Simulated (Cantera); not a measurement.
Input: 1 mol SiO2, 0.28 mol MgO, 0.17 mol O2, at 0.133 bar.

Cantera equilibrium calculation (NASA polynomials, part measured and part estimated; ideal gas, pure solids and liquids). Candidate condensed phases: Mg, MgO, MgSiO3, Mg2SiO4, Si, SiO2; 11 gas species. Mutual solubility and eutectic melting of coexisting phases are not modelled. The tables hold silica as quartz up to 1696 K and as liquid above; real silica turns to tridymite and cristobalite and melts near 1996 K. Condensed phases not in the tables: alloys, solid solutions and most ternary compounds. Kinetics and transport are ignored.

x: gas mole fraction; n: condensed amount in mol.

```tsv
T (°C)	x O2	x O	x SiO2	x O3	x SiO	n MgSiO3(s)	n SiO2(β-quartz)	n SiO2(condensed)
1000	1.00	2.95e-7	<1e-12	1.46e-10	<1e-12	0.280	0.720	0
1075	1.000	1.12e-6	<1e-12	3.10e-10	<1e-12	0.280	0.720	0
1150	1.000	3.69e-6	1.23e-12	6.10e-10	<1e-12	0.280	0.720	0
1225	1.000	1.08e-5	1.50e-11	1.12e-9	<1e-12	0.280	0.720	0
1300	1.000	2.86e-5	1.44e-10	1.95e-9	1.26e-12	0.280	0.720	0
1375	1.000	(withheld)	1.13e-9	(withheld)	(withheld)	0.280	0.720	0
1450	1.000	(withheld)	7.24e-9	(withheld)	(withheld)	0.280	0	0.720
1525	1.000	0.000327	3.91e-8	7.84e-9	2.29e-9	0.280	0	0.720
```

Question: Complete the blanks.

Answer: 
- 1375, x O: 6.93e-5
- 1375, x O3: 3.23e-9
- 1375, x SiO: 1.97e-11
- 1450, x O: 0.000156
- 1450, x O3: 5.13e-9
- 1450, x SiO: 2.38e-10
